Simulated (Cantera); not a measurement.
Dilute partial oxidation

A perfectly stirred reactor is fed with 1.96 % CH4, 0.254 % O2, 97.8 % N2, equivalence ratio 15, at 15.0 bar; it is held at 1523 K, and followed from long to short residence time.

Cantera simulation using GRI-Mech 3.0 (53 species, 325 reactions); the numbers are that mechanism's predictions, not measurements. GRI-Mech 3.0 stops at C3 and has no aromatics, soot or wall deposition, so with more carbon than oxygen in the feed, carbon stays in small species such as C2H2 where larger ones or solid carbon would form. The pressure lies above the range GRI-Mech 3.0 was tuned for (to about 10 atm).

| τ (s) | x CH4 | x O2 | x CH3 | x NO | x C2H6 | x CH2O |
|---|---|---|---|---|---|---|
| 1.2 | 0.00630 | 1.76e-5 | 5.39e-6 | 6.77e-11 | 5.32e-6 | 1.44e-7 |
| 0.50 | 0.00825 | 4.69e-5 | 7.58e-6 | 1.76e-10 | 1.05e-5 | 4.04e-7 |
| 0.21 | 0.0104 | 0.000121 | 1.06e-5 | 4.29e-10 | 2.08e-5 | 1.12e-6 |
| 0.090 | 0.0123 | 0.000289 | 1.43e-5 | 7.98e-10 | 3.85e-5 | 2.90e-6 |
| 0.038 | 0.0141 | 0.000630 | 1.88e-5 | 9.96e-10 | 6.77e-5 | 6.84e-6 |
| 0.016 | 0.0158 | 0.00121 | 2.36e-5 | 7.09e-10 | 0.000109 | 1.38e-5 |
| 0.0070 | 0.0174 | 0.00189 | 2.69e-5 | 2.19e-10 | 0.000143 | 2.09e-5 |
| 0.0030 | 0.0187 | 0.00234 | 2.57e-5 | 2.63e-11 | 0.000129 | 2.19e-5 |
| 0.0013 | 0.0192 | 0.00249 | 2.08e-5 | 3.77e-12 | 7.61e-5 | 1.64e-5 |
| 0.00054 | 0.0194 | 0.00253 | 1.54e-5 | <1e-12 | 3.24e-5 | 8.54e-6 |
| 0.00023 | 0.0195 | 0.00254 | 1.15e-5 | <1e-12 | 1.16e-5 | 3.46e-6 |
x: mole fraction; the columns are a selection and need not sum to one.
